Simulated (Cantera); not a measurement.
An isothermal, constant-pressure homogeneous reactor starts with 14.5 % CH4, 85.5 % N2, at 1800 K and 0.000560 bar.

Cantera simulation using GRI-Mech 3.0 (53 species, 325 reactions); the numbers are that mechanism's predictions, not measurements. GRI-Mech 3.0 stops at C3 and has no aromatics, soot or wall deposition, so with more carbon than oxygen in the feed, carbon stays in small species such as C2H2 where larger ones or solid carbon would form. Radical loss at walls, strong at low pressure, is not modelled.

### Question
Predict: x(CH4) at 2.00 s; x(HCN) at 2.00 s; x(H) at 2.00 s; x(C2H4) at 2.00 s; x(H2) at 2.00 s.

### Answer
* **x(CH4) at 2.00 s**: 0.0385 (gas-phase equilibrium 3.97e-7)
* **x(HCN) at 2.00 s**: 1.90e-6 (gas-phase equilibrium 0.0792)
* **x(H) at 2.00 s**: 0.000379 (gas-phase equilibrium 0.00657)
* **x(C2H4) at 2.00 s**: 0.00111 (gas-phase equilibrium 5.68e-8)
* **x(H2) at 2.00 s**: 0.136 (gas-phase equilibrium 0.186)
